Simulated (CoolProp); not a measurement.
The fluoroketone C6F12O (FK-5-1-12) along the isobar 25.8 bar: Z from the reference equation and from simpler models built on Tc = 441.8 K, pc = 18.69 bar, ω = 0.471; each cubic takes its own stable root.

Computed with CoolProp (reference Helmholtz-energy equation of state, McLinden 2015).

| T (K) | phase | reference |
|---|---|---|
| 422.3 | liquid | 0.2043 |
| 430.2 | liquid | 0.2105 |
| 438 | liquid | 0.2198 |
| 445.9 | supercritical | 0.2356 |
| 453.8 | supercritical | 0.2688 |
| 461.7 | supercritical | 0.3534 |
| 469.5 | supercritical | 0.4575 |
| 477.4 | supercritical | 0.5302 |

Task: How far does each simpler model (van der Waals, Redlich-Kwong, Peng-Robinson) lie from the reference over these 8 states: mean and median of the absolute difference, and the worst?

Result: 
- van der Waals: mean 32.9 %, median 35.8 %, worst +54.6 % at 422.3 K and 25.8 bar
- Redlich-Kwong: mean 15.5 %, median 17.4 %, worst +21.8 % at 430.2 K and 25.8 bar
- Peng-Robinson: mean 6.7 %, median 6.9 %, worst +13.8 % at 453.8 K and 25.8 bar
